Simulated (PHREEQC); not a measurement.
Acid mine or pickling water: an equilibrium model

Synthetic water in mmol/kgw, 25 °C, pH 3.76, pe 11.3:

| constituent | mmol/kgw |
|---|---|
| Na | 13.9 |
| K | 0.171 |
| Ca | 14.2 |
| Mg | 2.1 |
| Cl | 12.1 |
| S(6) | 17.3 |
| Li | 0.193 |
| Zn | 0.84 |
| Si | 0.751 |
| Mn(2) | 0.191 |
| O(0) (counted as O atoms) | 0.0484 |

Cl is adjusted to close the charge balance.
Valence states are taken as typed.

Model: ion-association model, phreeqc.dat, run in PHREEQC.

```
Quantity                       Value
--------------------  --------------
ionic strength        0.0625 mol/kgw
specific conductance      4070 µS/cm
density                  1.000 g/cm³
total alkalinity       -0.317 meq/kg
```

```csv
species,molality,activity,log γ
Cl-,0.0146,0.0117,-0.097
Na+,0.0136,0.0110,-0.090
SO4-2,0.0117,0.00506,-0.364
Ca+2,0.0102,0.00453,-0.351
CaSO4,0.00402,0.00408,0.006
Mg+2,0.00137,0.000627,-0.339
H4SiO4,0.000751,0.000762,0.006
MgSO4,0.000733,0.000744,0.006
Zn+2,0.000533,0.000232,-0.362
NaSO4-,0.000342,0.000279,-0.088
ZnSO4,0.000271,0.000275,0.006
H+,0.000206,0.000174,-0.073
```

Precipitation was switched off in this run. The solution is supersaturated, for example in Quartz (slow to form), Chalcedony (slow to form), so a real one may precipitate; this is no full list. Complexes and solids missing from the database can't appear.
